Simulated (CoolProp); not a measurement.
Vapour-liquid equilibrium of 1-butene (1) + n-butane (2) at -30.55 °C; x and y are mole fractions of (1).

Computed with CoolProp (multi-fluid Helmholtz-energy mixture model, Lemmon 2005 and Bücker 2006; pair parameters Bell 2016).

Question: Give the bubble pressure and the first vapour's composition at x = 0.2, 0.35, 0.8. Is there an azeotrope?

Answer: x = 0.2: 0.02919 MPa, y = 0.247; x = 0.35: 0.03051 MPa, y = 0.414; x = 0.8: 0.03405 MPa, y = 0.832. No azeotrope shows between x = 0.05 and 0.95.

Pair parameters are fitted to limited data, so mixtures are less certain than the pure fluids.
